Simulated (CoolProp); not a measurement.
Vapour-liquid equilibrium of methanol (1) + toluene (2) at 0.482 MPa; x and y are mole fractions of (1).

Model: multi-fluid Helmholtz-energy mixture model, de Reuck 1993 and Lemmon 2006; pair parameters Bell 2016, in CoolProp.

**Question.** Give the bubble temperature and the first vapour's composition at x = 0.15, 0.25, 0.85. Is there an azeotrope?

**Answer.** x = 0.15: 401.8 K, y = 0.661; x = 0.25: 394.5 K, y = 0.728; x = 0.85: 384.6 K, y = 0.896. No azeotrope shows between x = 0.05 and 0.95.

The pair parameters rest on a limited set of measurements; away from them the model extrapolates. With so large a gap from Raoult's law the liquid may split in two, which this calculation doesn't test in full.
